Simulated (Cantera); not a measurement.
A perfectly stirred reactor is fed with 1.79 % C2H6, 98.2 % N2, at 0.000320 bar; it is held at 1550 K, and followed from long to short residence time.

Cantera simulation using GRI-Mech 3.0 (53 species, 325 reactions); the numbers are that mechanism's predictions, not measurements. GRI-Mech 3.0 stops at C3 and has no aromatics, soot or wall deposition, so with more carbon than oxygen in the feed, carbon stays in small species such as C2H2 where larger ones or solid carbon would form. Radical loss at walls, strong at low pressure, is not modelled.

x: mole fraction; the columns are a selection and need not sum to one.

```tsv
τ (s)	x C2H6	x C2H2	x H2	x HCN	x CH4	x C2H4
6.3	0.000171	0.0143	0.0278	2.19e-5	0.00306	0.000848
1.5	0.000647	0.0113	0.0229	1.07e-5	0.00404	0.00247
0.36	(withheld)	(withheld)	(withheld)	(withheld)	0.00373	0.00526
0.085	(withheld)	(withheld)	(withheld)	(withheld)	(withheld)	0.00532
0.020	0.0151	2.27e-5	0.000991	1.42e-7	0.000195	0.00103
0.0048	0.0174	1.95e-8	1.98e-5	1.68e-10	1.35e-5	2.41e-5
0.0011	0.0178	2.74e-11	1.39e-7	<1e-12	7.41e-7	2.91e-7
0.00027	0.0178	<1e-12	2.09e-9	<1e-12	4.50e-8	5.56e-9
```

### Question
Complete the blanks.

### Answer

- 0.36, x C2H6: 0.00235
- 0.36, x C2H2: 0.00624
- 0.36, x H2: 0.0158
- 0.36, x HCN: 4.82e-6
- 0.085, x C2H6: 0.00769
- 0.085, x C2H2: 0.00124
- 0.085, x H2: 0.00699
- 0.085, x HCN: 1.54e-6
- 0.085, x CH4: 0.00158
